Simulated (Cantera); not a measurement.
Input (Python, Cantera):

```python
import numpy as np
import cantera as ct

gas = ct.Solution("gri30.yaml")


def delay(T, t_max=10):
    gas.TPX = T, 32000, {'CH4': 1, 'H2': 0.4, 'O2': 3.55, 'N2': 15.6}
    reactor = ct.IdealGasReactor(gas, clone=False)
    net = ct.ReactorNet([reactor])
    net.rtol, net.atol = 1e-8, 1e-16
    while net.time < t_max:
        t_old, T_old = net.time, reactor.T
        net.step()
        if reactor.T > T + 400:  # ignition: a rise of 400 K
            return t_old + (T + 400 - T_old) / (reactor.T - T_old) * (net.time - t_old)
    return np.nan


taus = []
for T in [1175, 1275, 1375, 1475, 1575, 1675, 1775, 1875, 1975, 2075]:
    taus.append(delay(T))
    print(f"T0 = {T:6g} K   tau = {taus[-1]:.4e} s")
```

Output:

```
T0 =   1175 K   tau = 8.2281e-03 s
T0 =   1275 K   tau = 3.3652e-03 s
T0 =   1375 K   tau = 1.6046e-03 s
T0 =   1475 K   tau = 8.6428e-04 s
T0 =   1575 K   tau = 5.0389e-04 s
T0 =   1675 K   tau = 3.0891e-04 s
T0 =   1775 K   tau = 1.9637e-04 s
T0 =   1875 K   tau = 1.2871e-04 s
T0 =   1975 K   tau = 8.6749e-05 s
T0 =   2075 K   tau = 6.0054e-05 s
```

Model: GRI-Mech 3.0 (53 species, 325 reactions), integrated in Cantera.
